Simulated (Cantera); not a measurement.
An isothermal, constant-pressure homogeneous reactor starts with NO : N₂ = 1 : 0.4 (molar parts), at 2048 K and 398 Torr. Integrator tolerance rtol = 1e-08.

Model: GRI-Mech 3.0 (53 species, 325 reactions), integrated in Cantera.

Question: What does this change do: pressure from 398 Torr to 24.8 Torr?

Answer: 
| quantity | before | after |
|---|---|---|
| x(NO) at 20.0 s | 0.0102 (gas-phase equilibrium 0.0102) | 0.0166 (gas-phase equilibrium 0.0101) |
| x(N₂O) at 20.0 s | 3.73e-7 (gas-phase equilibrium 3.73e-7) | 1.32e-7 (gas-phase equilibrium 9.29e-8) |
| x(NO₂) at 20.0 s | 1.53e-5 (gas-phase equilibrium 1.53e-5) | 6.16e-6 (gas-phase equilibrium 3.79e-6) |
| x(N₂) at 20.0 s | 0.638 (gas-phase equilibrium 0.638) | 0.634 (gas-phase equilibrium 0.637) |
| x(O₂) at 20.0 s | 0.352 (gas-phase equilibrium 0.352) | 0.347 (gas-phase equilibrium 0.350) |
| x(O) at 20.0 s | 0.000786 (gas-phase equilibrium 0.000786) | 0.00313 (gas-phase equilibrium 0.00314) |
Radical loss at walls, strong at low pressure, is not modelled.
